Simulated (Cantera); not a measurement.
Standard-state values (1 bar) from the NASA 1993 polynomials, evaluated with Cantera. Values are per mole of reaction as written; species without (g) are pure solids or liquids, kept so even where they would boil at 1 bar. TaC: taken at fixed stoichiometry.

Problem. Between 1200 and 1500 K, where is each reaction favourable under standard conditions?
- 5 N(g) + 4 C + 2 Ta₂O₅ = 5 NO₂(g) + 4 TaC

Solution. 
- 5 N(g) + 4 C + 2 Ta₂O₅ = 5 NO₂(g) + 4 TaC: ΔG° is 1031 kJ at 1200 K and 980 kJ at 1500 K; it stays positive (K < 1). ΔH° is 1223 kJ and ΔS° 162 J/K at 1500 K.
